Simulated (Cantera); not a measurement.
A closed system holds: 1 mol trisilylamine, 3.4 mol N2, equilibrated at 1750 K and 0.0530 bar.

Equilibrium computed with Cantera from the NASA thermochemical tables; the gas is ideal and each condensed phase is pure. Candidate condensed phases: Si, Si3N4; 18 gas species. The feed counts by its element totals alone. Kinetics and transport are ignored.

Problem. What is the equilibrium state?

Solution. 
```json
{
  "x(H2)": "0.702",
  "x(N2)": "0.297",
  "x(H)": "0.000847",
  "x(Si)": "1.10e-5",
  "x(SiH2)": "5.68e-6",
  "x(SiH)": "2.81e-6",
  "n(Si3N4(s))": "1.000 mol",
  "gas_amount": "6.403 mol",
  "log10 activity of Si(l) (absent)": "-0.41"
}
```
